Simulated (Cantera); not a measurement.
Input: 1 mol Pb, 0.1 mol O2, 0.61 mol CO, at 0.0520 bar.

Equilibrium computed with Cantera from the NASA thermochemical tables; the gas is ideal and each condensed phase is pure. Candidate condensed phases: C, Pb, PbO, PbO2, Pb3O4; 15 gas species. Gases not in the tables: (PbO)n polymers. Kinetics and transport are ignored.

Q: Which condensed phases are stable at each of these points (T (K)): 1075, 1225, 1375, 1525, 1675, 1825, 1975?

A: 
```csv
T (K),condensed phases,Pb condensed (%)
1075,Pb(l),99.9
1225,Pb(l),98.9
1375,Pb(l),91.2
1525,Pb(l),8.7
1675,gas only,0.0
1825,gas only,0.0
1975,gas only,0.0
```

From 1075 K to 1525 K the condensed part is Pb(l). From 1675 K to 1975 K nothing is condensed.
